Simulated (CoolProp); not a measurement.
Vapour pressure (bar) of isobutane: the reference equation beside estimates from Tc = 134.7 °C, pc = 36.29 bar, ω = 0.184. Clausius-Clapeyron is anchored at 44.85 °C with a constant enthalpy of vaporisation of 17.75 kJ/mol.

Model: reference Helmholtz-energy equation of state, Bücker 2006, in CoolProp.

```
T (°C)  reference  Lee-Kesler  Clausius-Clapeyron  Redlich-Kwong  Soave-Redlich-Kwong  Peng-Robinson
------  ---------  ----------  ------------------  -------------  -------------------  -------------
15.05       2.594       2.596               3.007          3.437                2.595          2.585
24.95       3.502       3.510               3.846          4.526                3.511          3.488
34.85       4.629       4.644               4.842          5.840                4.653          4.610
44.85       6.021       6.043               6.021          7.418                6.066          6.001
54.75       7.684       7.710               7.375          9.250                7.756          7.666
64.75       9.684       9.710               8.942          11.40                9.791          9.673
74.65       12.02       12.04               10.70          13.83                12.17          12.02
84.65       14.77       14.78               12.71          16.63                14.96          14.80
94.55       17.93       17.93               14.92          19.74                18.16          17.98
104.55      21.60       21.60               17.40          23.26                21.87          21.69
114.45      25.77       25.77               20.11          27.13                26.05          25.89
124.45      30.60       30.61               23.10          31.45                30.81          30.71
```

Absolute difference from the reference over all 12 rows, mean and median: Lee-Kesler 0.2 and 0.1 %, Clausius-Clapeyron 12.5 and 12.5 %, Redlich-Kwong 16.9 and 16.4 %, Soave-Redlich-Kwong 0.9 and 1.0 %, Peng-Robinson 0.3 and 0.3 %.
